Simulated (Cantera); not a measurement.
Charge: 1 mol Cu2O, 3.2 mol C, 1.3 mol N2, at 1.33 mbar.

Cantera equilibrium calculation (NASA polynomials, part measured and part estimated; ideal gas, pure solids and liquids). Candidate condensed phases: C, Cu, CuO, Cu2O; 27 gas species. Kinetics and transport are ignored.

### Question
At 1177 °C, list the 3 most abundant gas species with their mole fractions, and the condensed phases.

### Answer
N2 0.564, CO 0.434, Cu 0.00258. Condensed: C(graphite) + Cu(l).
